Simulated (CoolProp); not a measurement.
Model: reference Helmholtz-energy equation of state, Lemmon 2006, in CoolProp. It is a short technical equation, of lower accuracy than the large ones.

Q: For R141b, give the phase and the speed of sound (m/s), Joule-Thomson coefficient (K/MPa), viscosity (µPa s), conductivity (mW/(m K)) at 500 K and 0.191 MPa; 500 K and 0.807 MPa.

A: 
- 500 K and 0.191 MPa: gas; speed of sound 194, Joule-Thomson coefficient 8.07, viscosity 15.5, conductivity 29.4
- 500 K and 0.807 MPa: gas; speed of sound 186, Joule-Thomson coefficient 8.57, viscosity 15.6, conductivity 29.7

Viscosity comes from a separate model (Huber 2003), an estimate that may be off by 10 % or more. Thermal conductivity comes from a separate model (Huber 2003), an estimate that may be off by 10 % or more.
